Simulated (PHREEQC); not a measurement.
Consider water at 25 °C with 0.0073 mol HF, 0.011 mol NH4F and 0.0083 mol HCl per kg of water. Closed to the air; pH follows from the charge balance.

All values are PHREEQC results (ion-association model, phreeqc.dat), not measurements.

Each row changes one thing in this solution. No solid was allowed to form.

| case | pH | ionic strength (mol/kgw) | HF (mol/kgw) | F- (mol/kgw) | HF2- (mol/kgw) |
|---|---|---|---|---|---|
| as made | 2.68 | 0.0133 | 0.0131 | 0.00475 | 0.000238 |
| HF from 0.0073 to 0.0109 mol/kgw | 2.62 | 0.0137 | 0.0162 | 0.00506 | 0.000315 |
| NH4F left out | 2.09 | 0.00892 | 0.00667 | 0.000602 | 1.54e-5 |
| HF from 0.0073 to 0.00146 mol/kgw | 2.84 | 0.0126 | 0.00803 | 0.00417 | 0.000129 |
| diluted 100-fold with water | 3.90 | 0.000237 | 2.85e-5 | 0.000154 | 1.69e-8 |
